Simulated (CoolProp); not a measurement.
Model: reference Helmholtz-energy equation of state, Outcalt 1996, in CoolProp. It is a modified Benedict-Webb-Rubin equation, recast in Helmholtz form.

Give the vapour pressure (MPa), liquid density (kg/m³), liquid cp (kJ/(kg K)), vapour Z of saturated R152A at 351.3 K.


```
T (K)  p (MPa)  liquid density (kg/m³)  liquid cp (kJ/(kg K))  vapour Z
-----  -------  ----------------------  ---------------------  --------
351.3     2.25                     733                   2.33     0.657
```
